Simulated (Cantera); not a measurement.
Mixture: CH₄ : O₂ : N₂ : H₂O = 1 : 1.54 : 8.31 : 0.82 (molar parts), at 1.00 atm, adiabatic and at constant pressure. Ignition delay is the time to a rise of 400 K.

Computed with Cantera and GRI-Mech 3.0 (53 species, 325 reactions).

**Question.** At T0 = 1400 K, what is the delay, and which 6 reactions control it most (d ln τ / d ln k, from doubling and halving each rate constant)?

**Answer.** The delay is 6.66 ms.
| reaction | d ln τ / d ln k | faster rate |
|---|---|---|
| 2 CH3 (+M) <=> C2H6 (+M) | 0.46 | lengthens it |
| CH3 + O2 <=> CH3O + O | -0.43 | shortens it |
| H + O2 <=> O + OH | -0.36 | shortens it |
| CH3 + O2 <=> CH2O + OH | -0.30 | shortens it |
| CH4 + H <=> CH3 + H2 | 0.28 | lengthens it |
| CH2O + O2 <=> HCO + HO2 | -0.18 | shortens it |
